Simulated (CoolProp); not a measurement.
Dimethyl ether at several states: Z from the reference equation and from simpler models built on Tc = 400.4 K, pc = 53.37 bar, ω = 0.196; each cubic takes its own stable root.

The numbers come from the reference Helmholtz-energy equation of state, Wu 2011 in CoolProp.

| T (K) | p (bar) | phase | reference |
|---|---|---|---|
| 169.7 | 31.5 | liquid | 0.1228 |
| 427 | 56.8 | supercritical | 0.6056 |
| 196.3 | 0.719 | liquid | 0.002527 |
| 294.3 | 5.77 | liquid | 0.01627 |
| 217.4 | 0.199 | gas | 0.9880 |

### Question
How far does each simpler model (van der Waals, Redlich-Kwong, Soave-Redlich-Kwong, Peng-Robinson) lie from the reference over these 5 states: mean and median of the absolute difference, and the worst?

### Answer
- van der Waals: mean 8867.2 %, median 65.2 %, worst +38657.4 % at 196.3 K and 0.719 bar
- Redlich-Kwong: mean 1097.9 %, median 11.0 %, worst +5466.1 % at 294.3 K and 5.77 bar
- Soave-Redlich-Kwong: mean 6.9 %, median 9.7 %, worst +10.5 % at 169.7 K and 31.5 bar
- Peng-Robinson: mean 1.7 %, median 1.5 %, worst -2.9 % at 294.3 K and 5.77 bar

At some of these states van der Waals, Redlich-Kwong gives the other phase, because its saturation line lies elsewhere.
